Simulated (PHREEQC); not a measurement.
# Nickel, zinc or cadmium bath: an equilibrium model

Consider water at 20 °C with 0.45 mol ZnSO4, 0.0038 mol KCl and 0.00025 mol HCl per kg of water. It is in equilibrium with CO2 at log p = -3.4 (atm). Otherwise closed; pH follows from the charge balance.

Equilibrium calculation in PHREEQC: ion-association model, wateq4f.dat.

Each row changes one thing in this solution. This is a speciation only: nothing precipitates in the calculation.

```tsv
case	pH	ionic strength (mol/kgw)	Zn+2 (mol/kgw)	ZnSO4 (mol/kgw)	SO4-2 (mol/kgw)	Zn(SO4)2-2 (mol/kgw)	SI of Goslarite (ZnSO4:7H2O)	SI of ZnCO3:H2O (ZnCO3:H2O)
as made	4.20	0.810	0.202	0.158	0.112	0.0898	-1.10	-4.28
HCl left out	5.29	0.810	0.202	0.158	0.112	0.0899	-1.10	-2.08
KCl from 0.0038 to 0.019 mol/kgw	4.20	0.827	0.202	0.157	0.113	?	-1.10	-4.28
KCl from 0.0038 to 0.00038 mol/kgw	4.20	0.807	0.202	0.158	0.111	0.0900	-1.10	-4.28
0.02 mol/kgw CO2 added	4.20	0.810	0.202	0.158	0.112	0.0898	-1.10	-4.28
diluted 5-fold with water	4.68	0.180	0.0448	0.0350	0.0346	0.0102	-1.80	?
0.079 mol/kgw HBr added	?	0.885	0.225	?	0.103	0.0731	-1.12	-9.30
```

Problem. What belongs in the gaps?

Solution. 
- KCl from 0.0038 to 0.019 mol/kgw, Zn(SO4)2-2 (mol/kgw): 0.0889
- diluted 5-fold with water, SI of ZnCO3:H2O (ZnCO3:H2O): -3.76
- 0.079 mol/kgw HBr added, pH: 1.67
- 0.079 mol/kgw HBr added, ZnSO4 (mol/kgw): 0.150

The ionic strength passes 0.7 mol/kgw, the rough limit of the ion-association models, in as made; HCl left out; KCl from 0.0038 to 0.019 mol/kgw; KCl from 0.0038 to 0.00038 mol/kgw; 0.02 mol/kgw CO2 added; 0.079 mol/kgw HBr added.
